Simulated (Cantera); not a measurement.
# Thermodynamics of fluorocarbon and chlorocarbon gases, feed C2F6 + HCl

Input: 1 mol C2F6, 0.1 mol HCl, equilibrated at 0.0278 Torr.

Equilibrium computed with Cantera from the NASA thermochemical tables; the gas is ideal and each condensed phase is pure. Candidate condensed phases: C, C6H6, C7H8, C8H18; 118 gas species. The feed counts by its element totals alone. Gases not in the tables: C2F6 and larger saturated fluorocarbons. Rates play no part.

```csv
T (K),log p F,log p CF2,log p C3,log p CF,log p C,log p Cl,log p HF,n C(graphite)
2075,-4.50,-5.40,-9.78,-6.68,-9.84,-6.17,-6.17,1.37
2175,-4.47,-5.76,-8.84,-6.46,-9.01,-6.20,-6.20,1.67
2275,-4.46,-6.12,-7.98,-6.28,-8.26,-6.21,-6.21,1.79
2375,-4.46,-6.47,-7.19,-6.12,-7.56,-6.21,-6.22,1.78
2475,-4.47,-6.80,-6.47,-5.99,-6.93,-6.22,-6.23,1.60
2575,-4.49,-7.15,-5.81,-5.88,-6.34,-6.24,-6.28,0.812
2675,-4.51,-7.60,-5.59,-5.91,-5.93,-6.27,-6.38,0
```
log p: log10 of the partial pressure in bar; n: condensed amount in mol.

From 2075 K to 2575 K the condensed part is C(graphite). At 2675 K nothing is condensed. The main C-bearing gas is CF2 at 2075 K and C3 at 2675 K. The share of C in condensed phases is highest at 2275 K (89.3 %) and lowest at 2675 K (0.0 %).
